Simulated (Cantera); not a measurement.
Equilibrium for silicon carbide growth: CH3SiCl3 + C2H4 + H2

Feed: 1 mol CH3SiCl3, 0.14 mol C2H4, a varied amount of H2, held at 1677 °C and 5.93 Torr.

Cantera equilibrium calculation (NASA polynomials, part measured and part estimated; ideal gas, pure solids and liquids). Candidate condensed phases: C, C6H6, C7H8, C8H18, Si, SiC; 109 gas species. The feed counts by its element totals alone. The tables' values for SiCl, SiCl3 are old estimates; treat these amounts as uncertain. The numbers say what is thermodynamically allowed, not how fast it happens.

| n(H2) (mol) | log p H2 | log p HCl | log p H | log p SiCl2 | log p Cl | log p C2H2 (acetylene) | log p Si | log p SiCl | n C(graphite) | n SiC(s) |
|---|---|---|---|---|---|---|---|---|---|---|
| 11 | -2.21 | -2.81 | -4.04 | -4.35 | -4.77 | -5.47 | -5.97 | -6.09 | 0.352 | 0.915 |
| 17 | -2.18 | -2.96 | -4.03 | -4.67 | -4.93 | -5.44 | -5.97 | -6.25 | 0.320 | 0.940 |
| 26 | -2.15 | -3.11 | -4.02 | -5.00 | -5.10 | -5.42 | -5.97 | -6.42 | 0.294 | 0.957 |
| 40 | -2.14 | -3.28 | -4.01 | -5.35 | -5.27 | -5.40 | -5.97 | -6.59 | 0.268 | 0.967 |
| 61 | -2.13 | -3.45 | -4.01 | -5.70 | -5.45 | -5.39 | -5.97 | -6.77 | 0.240 | 0.972 |
| 94 | -2.12 | -3.62 | -4.00 | -6.06 | -5.63 | -5.38 | -5.97 | -6.95 | 0.204 | 0.972 |
| 140 | -2.12 | -3.79 | -4.00 | -6.40 | -5.80 | -5.38 | -5.97 | -7.12 | 0.157 | 0.968 |
| 220 | -2.11 | -3.98 | -4.00 | -6.79 | -5.99 | -5.38 | -5.97 | -7.31 | 0.0789 | 0.958 |
| 340 | -2.11 | -4.17 | -4.00 | -7.14 | -6.18 | -5.41 | -5.95 | -7.48 | 0 | 0.938 |
| 520 | -2.11 | -4.35 | -4.00 | -7.44 | -6.36 | -5.55 | -5.88 | -7.60 | 0 | 0.894 |
| 800 | -2.11 | -4.54 | -4.00 | -7.76 | -6.55 | -5.66 | -5.82 | -7.73 | 0 | 0.819 |
| 1200 | -2.11 | -4.71 | -4.00 | -8.07 | -6.72 | -5.74 | -5.78 | -7.86 | 0 | 0.705 |
log p: log10 of the partial pressure in bar; n: condensed amount in mol.

From 11 mol H2 to 220 mol H2 the condensed part is C(graphite) + SiC(s). From 340 mol H2 to 1200 mol H2 the condensed part is SiC(s). The main Si-bearing gas is SiCl2 at 11 mol H2 and Si at 1200 mol H2.
